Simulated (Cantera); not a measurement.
Mixture: 32.5 % H2, 12.5 % O2, 55.0 % N2, at 255 Torr, adiabatic and at constant pressure. Ignition delay is the time to a rise of 400 K.

Computed with Cantera and GRI-Mech 3.0 (53 species, 325 reactions). Where the delays flatten at high temperature, the 400 K rule measures the pace of heat release, not the induction time.

### Question
Predict: delay at 1000 K; delay at 1150 K; delay at 1300 K; delay at 1450 K; delay at 1600 K.

### Answer
```
Item                Value
---------------  --------
delay at 1000 K  0.569 ms
delay at 1150 K  0.208 ms
delay at 1300 K  0.123 ms
delay at 1450 K  0.101 ms
delay at 1600 K  0.104 ms
```
